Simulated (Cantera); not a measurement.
Input: 1 mol Pb, 2.8 mol H2, 0.27 mol N2, at 70000 Pa.

Method: chemical equilibrium by Gibbs-energy minimisation in Cantera with the NASA 1993 tables (ideal gas, pure condensed phases). Candidate condensed phases: Pb; 11 gas species. Rates play no part.

x: gas mole fraction; n: condensed amount in mol.

```tsv
T (K)	x H2	x N2	x NH3	x Pb	x H	n Pb(l)
623	0.909	0.0859	0.00505	(withheld)	<1e-12	1.00
673	0.911	0.0870	0.00241	(withheld)	<1e-12	1.00
723	0.911	0.0874	0.00126	(withheld)	<1e-12	1.00
773	0.912	0.0877	0.000715	(withheld)	1.04e-12	1.00
823	0.912	0.0878	0.000431	(withheld)	8.37e-12	1.000
873	0.912	0.0878	0.000274	(withheld)	5.34e-11	1.000
923	0.912	0.0879	0.000183	(withheld)	2.79e-10	1.000
973	0.912	0.0879	0.000126	(withheld)	1.23e-9	1.000
1023	0.912	0.0879	9.06e-5	(withheld)	4.73e-9	1.000
1073	0.912	0.0879	6.69e-5	(withheld)	1.60e-8	1.000
1123	0.912	0.0879	5.07e-5	(withheld)	4.86e-8	0.999
1173	0.911	0.0879	3.93e-5	(withheld)	1.35e-7	0.998
1223	0.911	0.0878	3.10e-5	(withheld)	3.43e-7	0.996
1273	0.910	0.0877	2.49e-5	(withheld)	8.13e-7	0.992
```

Task: Complete the blanks.

Result: 
- 623, x Pb: 2.97e-11
- 673, x Pb: 4.38e-10
- 723, x Pb: 4.42e-9
- 773, x Pb: 3.30e-8
- 823, x Pb: 1.92e-7
- 873, x Pb: 9.08e-7
- 923, x Pb: 3.62e-6
- 973, x Pb: 1.25e-5
- 1023, x Pb: 3.81e-5
- 1073, x Pb: 0.000104
- 1123, x Pb: 0.000261
- 1173, x Pb: 0.000603
- 1223, x Pb: 0.00130
- 1273, x Pb: 0.00262
